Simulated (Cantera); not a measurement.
# Transport properties of process gases

Gas mixture: 82.5 % C3H8, 17.5 % CH3OH, at 3750 Torr, frozen composition.

Cantera's kinetic-theory transport with the Lennard-Jones parameters of GRI-Mech 3.0, ideal gas; thermal conductivity in the mixture-averaged form. Polar gases are described roughly by these parameters. The composition is frozen, though it would react at the higher temperatures.

| T (K) | ρ (kg/m³) | cp (J/kg/K) | μ (µPa s) | λ (mW/m/K) | Pr | D (cm²/s) NH3 | D (cm²/s) CH3 | D (cm²/s) H |
|---|---|---|---|---|---|---|---|---|
| 400 | 6.31 | 2063 | 11.2 | 30.2 | 0.763 | 0.0422 | 0.0456 | 0.241 |
| 600 | 4.21 | 2808 | 16.0 | 59.0 | 0.764 | 0.0924 | 0.0950 | 0.503 |
| 800 | 3.16 | 3375 | 20.3 | 89.4 | 0.765 | 0.158 | 0.157 | 0.832 |
| 1000 | 2.52 | 3804 | 24.0 | 119 | 0.766 | 0.236 | 0.231 | 1.22 |
| 1200 | 2.10 | 4102 | 27.5 | 148 | 0.761 | 0.327 | 0.315 | 1.67 |
| 1400 | 1.80 | 4348 | 30.6 | 176 | 0.758 | 0.428 | 0.408 | 2.16 |
| 1600 | 1.58 | 4550 | 33.6 | 202 | 0.758 | 0.539 | 0.511 | 2.70 |
| 1800 | 1.40 | 4713 | 36.4 | 226 | 0.757 | 0.660 | 0.622 | 3.29 |
D: mixture-averaged diffusion coefficient of that species in the mixture.
